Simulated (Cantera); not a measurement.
Reactions in the system Cl-O-Ti

Cantera with NASA thermochemical tables; ideal gases at 1 bar, condensed phases pure. Values are per mole of reaction as written; species without (g) are pure solids or liquids, kept so even where they would boil at 1 bar.

Ti4O7 + 5 Cl(g) + 3 TiCl3(g) = 7 TiOCl2(g)

```csv
T (K),ΔH° (kJ),ΔS° (J/K),ΔG° (kJ),log10 K,condensed phases
1123,532.5,175.5,335.4,-15.60,Ti4O7(s)
1223,523.2,167.6,318.3,-13.59,Ti4O7(s)
1323,513.8,160.2,301.9,-11.92,Ti4O7(s)
1423,504.3,153.3,286.2,-10.51,Ti4O7(s)
1523,494.8,146.8,271.2,-9.30,Ti4O7(s)
1623,485.1,140.6,256.9,-8.27,Ti4O7(s)
1723,475.3,134.7,243.1,-7.37,Ti4O7(s)
1823,465.4,129.2,229.9,-6.59,Ti4O7(s)
1923,455.4,123.8,217.3,-5.90,Ti4O7(s)
2023,215.6,0.9,213.7,-5.52,Ti4O7(l)
```
